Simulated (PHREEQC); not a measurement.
A solution holds 0.00096 mol HF, 0.0046 mol (CH3)4NF and 0.0068 mol (NH4)2SiF6 per kg of water, at 80 °C. Closed to the air; pH follows from the charge balance.

Equilibrium calculation in PHREEQC: ion-association model, wateq4f.dat.

This is a speciation only: nothing precipitates in the calculation.

Problem. Order these F species by the share of F that they hold, largest first: SiF6-2, HF, F-, HF2-.

Solution. SiF6-2 (71 %), F- (16 %), HF (12 %), HF2- (0.77 %)

The pH is 3.67 and the ionic strength 0.0239 mol/kgw. The solution is supersaturated, for example in Quartz (slow to form), Chalcedony (slow to form), so a real one may precipitate; this is no full list. Species that the database lacks are ignored. (CH3)4N+ isn't in the database: it is added as a free cation with an ion size of 4 Å. Constants without temperature data keep their 25 °C values here. SiF6-2 is the database's only silicon fluoride.
